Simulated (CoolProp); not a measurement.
A single-stage vapour-compression cycle with R125: evaporating at 207.15 K (dew point), condensing at 234.15 K (bubble point), superheat 8 K, subcooling 2 K, compressor efficiency 0.7, no pressure losses. Each further row changes one setting.

Model: reference Helmholtz-energy equation of state, Lemmon 2005, in CoolProp.

| case | cooling COP | pressure ratio | discharge temperature (K) | refrigerating effect (kJ/kg) | volumetric capacity (kJ/m³) |
|---|---|---|---|---|---|
| as stated | 4.85 | 4.04 | 262.4 | 151 | 397 |
| evaporating temperature 212.15 K | 6.23 | 3.02 | 257.9 | 154 | 531 |
| condensing temperature 229.15 K | 6.09 | 3.21 | 254.5 | 157 | 412 |
| subcooling 7 K | 5.04 | 4.04 | 262.4 | 157 | 412 |
| superheat 18 K | 4.83 | 4.04 | 273.2 | 158 | 395 |
| compressor efficiency 0.6 | 4.16 | 4.04 | 269.3 | 151 | 397 |
